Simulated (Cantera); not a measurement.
A closed system holds: 1 mol MgCO3, 1.5 mol CO2, 0.19 mol H2O, at 1075 K and 10.0 Torr.

Method: chemical equilibrium by Gibbs-energy minimisation in Cantera with the NASA 1993 tables (ideal gas, pure condensed phases). Candidate condensed phases: C, C6H6, C7H8, C8H18, H2O, Mg, MgCO3, MgO, Mg(OH)2; 116 gas species. Kinetics and transport are ignored.

Q: What is the equilibrium state?

A: 
| Quantity | Result |
|---|---|
| x(CO2) | 0.929 |
| x(H2O) | 0.0706 |
| x(CO) | 3.71e-6 |
| x(O2) | 1.99e-6 |
| n(MgO(s)) | 1.00 mol |
| gas amount | 2.690 mol |
| log10 activity of C(graphite) (absent) | -13.57 |
| log10 activity of Mg(l) (absent) | -19.75 |
